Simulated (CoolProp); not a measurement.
Vapour-liquid equilibrium of n-hexane (1) + o-xylene (2) at 470.3 K; x and y are mole fractions of (1).

Computed with CoolProp (multi-fluid Helmholtz-energy mixture model, Thol 2019 and Zhou 2012; pair parameters Bell 2016).

```tsv
x	bubble pressure, mixture model (MPa)	bubble pressure, Raoult's law (MPa)	y, mixture model	y, Raoult's law
0.05	0.4118	0.4116	0.191	0.210
0.15	0.5482	0.5500	0.430	0.471
0.25	0.6815	0.6883	0.574	0.627
0.35	0.8123	0.8267	0.673	0.731
0.45	0.9417	0.9650	0.746	0.805
0.55	1.071	1.103	0.804	0.860
0.65	1.203	1.242	0.853	0.903
0.75	1.339	1.380	0.897	0.938
0.85	1.484	1.519	0.938	0.966
0.95	1.641	1.657	0.979	0.990
```

The largest gap from Raoult's law is -3.1 % in bubble pressure, at x = 0.65. No azeotrope shows between x = 0.05 and 0.95.

The pair parameters rest on a limited set of measurements; away from them the model extrapolates.
